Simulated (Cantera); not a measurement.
A closed system holds: 1 mol SiH2Cl2, 160 mol H2, at 1225 K and 0.0133 bar.

Equilibrium computed with Cantera from the NASA thermochemical tables; the gas is ideal and each condensed phase is pure. Candidate condensed phases: Si; 19 gas species. Kinetics and transport are ignored.

Base state: H2 0.988, HCl 0.0116, SiCl2 0.000333 (mole fractions); condensed: Si(s).

Problem. What changes in the equilibrium state with this change: SiH2Cl2 replaced by SiH4?

Solution. 
| species | before | after |
|---|---|---|
| H2 | 0.988 | 1.000 |
| HCl | 0.0116 | 0 |
| SiCl2 | 0.000333 | 0 |
| Si(s), mol | 0.943 | 1.000 |
